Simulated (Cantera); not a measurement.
Charge: 1 mol Fe2O3, 0.59 mol H2O, equilibrated at 650 °C and 2.90 bar.

Cantera equilibrium calculation (NASA polynomials, part measured and part estimated; ideal gas, pure solids and liquids). Candidate condensed phases: Fe, FeO, Fe(OH)2, Fe(OH)3, Fe2O3, Fe3O4, H2O; 12 gas species. Rates play no part.

### Question
What is the equilibrium state?

### Answer
```
Item                                       Result
-------------------------------------  ----------
x(H2O)                                       1.00
n(Fe2O3(s))                              1.00 mol
gas amount                             0.5900 mol
log10 activity of Fe(OH)2(s) (absent)       -6.79
log10 activity of Fe(OH)3(s) (absent)       -7.49
log10 activity of Fe(α) (absent)           -10.94
```
